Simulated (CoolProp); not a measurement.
The numbers come from the reference Helmholtz-energy equation of state, Gao 2022 in CoolProp.

For n-perfluorohexane, give the phase and the density (kg/m³), cp (kJ/(kg K)), cv (kJ/(kg K)), speed of sound (m/s) at 247.6 K and 1.95 MPa.


- 247.6 K and 1.95 MPa: liquid; density 1820, cp 0.966, cv 0.776, speed of sound 658
